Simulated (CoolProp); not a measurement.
Properties of n-perfluorohexane along the isotherm 30.65 °C (Tc = 174.9 °C, pc = 17.42 bar, ω = 0.497).

Model: reference Helmholtz-energy equation of state, Gao 2022, in CoolProp.

```json
[
 {"p (bar)": "0.138", "phase": "gas", "speed of sound (m/s)": "86.88", "Joule-Thomson coefficient (K/MPa)": "24.49", "expansivity (1/kK)": "3.416"},
 {"p (bar)": "0.313", "phase": "gas", "speed of sound (m/s)": "85.72", "Joule-Thomson coefficient (K/MPa)": "25.19", "expansivity (1/kK)": "3.587"},
 {"p (bar)": "0.713", "phase": "liquid", "speed of sound (m/s)": "499.8", "Joule-Thomson coefficient (K/MPa)": "-0.2624", "expansivity (1/kK)": "1.778"},
 {"p (bar)": "1.62", "phase": "liquid", "speed of sound (m/s)": "500.5", "Joule-Thomson coefficient (K/MPa)": "-0.2630", "expansivity (1/kK)": "1.775"},
 {"p (bar)": "3.69", "phase": "liquid", "speed of sound (m/s)": "502.0", "Joule-Thomson coefficient (K/MPa)": "-0.2642", "expansivity (1/kK)": "1.767"},
 {"p (bar)": "8.41", "phase": "liquid", "speed of sound (m/s)": "505.5", "Joule-Thomson coefficient (K/MPa)": "-0.2670", "expansivity (1/kK)": "1.750"},
 {"p (bar)": "19.1", "phase": "liquid", "speed of sound (m/s)": "513.3", "Joule-Thomson coefficient (K/MPa)": "-0.2730", "expansivity (1/kK)": "1.714"},
 {"p (bar)": "43.5", "phase": "liquid", "speed of sound (m/s)": "530.0", "Joule-Thomson coefficient (K/MPa)": "-0.2849", "expansivity (1/kK)": "1.640"}
]
```
